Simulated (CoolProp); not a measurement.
Vapour-liquid equilibrium of R134a (1) + R152A (2) at 0.0807 bar; x and y are mole fractions of (1).

Values from CoolProp's multi-fluid Helmholtz-energy mixture model, Tillner-Roth 1994 and Outcalt 1996; pair parameters Lemmon 2004.

Q: Give the bubble temperature and the first vapour's composition at x = 0.5, 0.8, 0.95. Is there an azeotrope?

A: x = 0.5: -68.3 °C, y = 0.513; x = 0.8: -69.0 °C, y = 0.838; x = 0.95: -69.6 °C, y = 0.964. y crosses x between x = 0.35 and 0.5: the model has an azeotrope there.

The pair parameters rest on a limited set of measurements; away from them the model extrapolates.
